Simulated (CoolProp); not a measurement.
Vapour-liquid equilibrium of CHF3 (R23) (1) + R227EA (2) at 259.6 K; x and y are mole fractions of (1).

Values from CoolProp's multi-fluid Helmholtz-energy mixture model, Penoncello 2003 and Lemmon 2016; pair parameters Bell 2016.

Give the bubble pressure and the first vapour's composition at x = 0.2, 0.65, 0.875. Is there an azeotrope?

x = 0.2: 417.1 kPa, y = 0.754; x = 0.65: 1110 kPa, y = 0.941; x = 0.875: 1465 kPa, y = 0.979. No azeotrope shows between x = 0.05 and 0.95.

Pair parameters are fitted to limited data, so mixtures are less certain than the pure fluids.
